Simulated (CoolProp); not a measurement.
The numbers come from the reference Helmholtz-energy equation of state, Lemmon 2006 in CoolProp. It is a short technical equation, of lower accuracy than the large ones.

Q: For C3F8 (R218), give the phase and the Z, speed of sound (m/s), viscosity (µPa s) at 340.5 K and 39.2 bar; 371.1 K and 39.2 bar; 417 K and 39.2 bar.

A: 
- 340.5 K and 39.2 bar: liquid; Z 0.240, speed of sound 174, viscosity 95.4
- 371.1 K and 39.2 bar: supercritical; Z 0.442, speed of sound 79.1, viscosity 33.1
- 417 K and 39.2 bar: supercritical; Z 0.727, speed of sound 109, viscosity 23.4

Viscosity comes from a separate model (Huber 2003), an estimate that may be off by 10 % or more.
